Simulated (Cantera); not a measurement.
An isothermal, constant-pressure homogeneous reactor starts with NH3 : H2 = 1 : 13 (molar parts), at 2175 K and 10.00 Torr. Integrator tolerance rtol = 1e-08.

Computed with Cantera and the gas-phase N/H chemistry of the illustrative SiF4/NH3 mechanism in the Surface Chemkin manual (1991). Walls and surfaces, which speed up NH3 decomposition in real reactors, are not modelled.

Question: What does this change do: temperature 2175 to 1625 K?

Answer: 
```csv
quantity,before,after
x(NH3) at 3.00 s,8.04e-6 (gas-phase equilibrium 3.30e-8),0.0709 (gas-phase equilibrium 9.99e-8)
x(H2) at 3.00 s,0.938 (gas-phase equilibrium 0.926),0.929 (gas-phase equilibrium 0.966)
x(N2) at 3.00 s,0.0329 (gas-phase equilibrium 0.0327),0.000217 (gas-phase equilibrium 0.0333)
x(N) at 3.00 s,1.15e-6 (gas-phase equilibrium 1.44e-8),3.61e-8 (gas-phase equilibrium 1.83e-12)
x(NH2) at 3.00 s,7.54e-7 (gas-phase equilibrium 4.49e-9),3.27e-5 (gas-phase equilibrium 1.51e-10)
x(NH) at 3.00 s,5.95e-7 (gas-phase equilibrium 5.13e-9),4.34e-7 (gas-phase equilibrium 6.63e-12)
x(H) at 3.00 s,0.0286 (gas-phase equilibrium 0.0410),0.000177 (gas-phase equilibrium 0.000605)
```
